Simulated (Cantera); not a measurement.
A closed system holds: 1 mol AlN, 1.7 mol N₂, held at 2850 K and 76.0 Pa.

These are equilibrium values from Cantera (NASA tables, ideal gas, pure condensed phases), not measurements of a reactor. Candidate condensed phases: Al, AlN; 5 gas species. The numbers say what is thermodynamically allowed, not how fast it happens.

Base state: N₂ 0.687, Al 0.312, N 0.000151 (mole fractions); condensed: gas only.

Q: What changes in the equilibrium state with this change: 0.078 mol Cl₂ added?

A: 
| species | before | after |
|---|---|---|
| N₂ | 0.687 | 0.667 |
| Al | 0.312 | 0.286 |
| Cl | 0 | 0.0296 |
| AlCl | 0 | 0.0177 |
| N | 0.000151 | 0.000149 |
Further candidate phases: AlCl₃.

Q: What changes in the equilibrium state with this change: AlN replaced by Al₂O₃?

A: 
```csv
species,before,after
O,0,0.344
N₂,0.687,0.298
Al,0.312,0.190
AlO,0,0.112
Al₂O,0,0.0255
O₂,0,0.0208
NO,0,0.00762
Al₂O₂,0,0.000839
AlO₂,0,0.000157
N,0.000151,9.97e-5
```
Further candidate phases: Al₂O₃.
